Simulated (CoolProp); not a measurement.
Vapour-liquid equilibrium of acetone (1) + water (2) at 0.0892 MPa; x and y are mole fractions of (1).

The numbers come from the multi-fluid Helmholtz-energy mixture model, Lemmon 2006 and Wagner 2002; pair parameters Bell 2016 in CoolProp.

### Question
Give the bubble temperature and the first vapour's composition at x = 0.05, 0.45, 0.55. Is there an azeotrope?

### Answer
x = 0.05: 77.3 °C, y = 0.542; x = 0.45: 57.1 °C, y = 0.830; x = 0.55: 56.7 °C, y = 0.836. No azeotrope shows between x = 0.05 and 0.95.

The pair parameters rest on a limited set of measurements; away from them the model extrapolates. With so large a gap from Raoult's law the liquid may split in two, which this calculation doesn't test in full.
